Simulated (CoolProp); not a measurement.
Vapour-liquid equilibrium of R125 (1) + R236EA (2) at 7.39 bar; x and y are mole fractions of (1).

Computed with CoolProp (multi-fluid Helmholtz-energy mixture model, Lemmon 2005 and Rui 2013; pair parameters Bell 2016).

Problem. Give the bubble temperature and the first vapour's composition at x = 0.55, 0.75, 0.95. Is there an azeotrope?

Solution. x = 0.55: 294.6 K, y = 0.858; x = 0.75: 285.4 K, y = 0.939; x = 0.95: 277.9 K, y = 0.990. No azeotrope shows between x = 0.05 and 0.95.

The pair parameters rest on a limited set of measurements; away from them the model extrapolates.
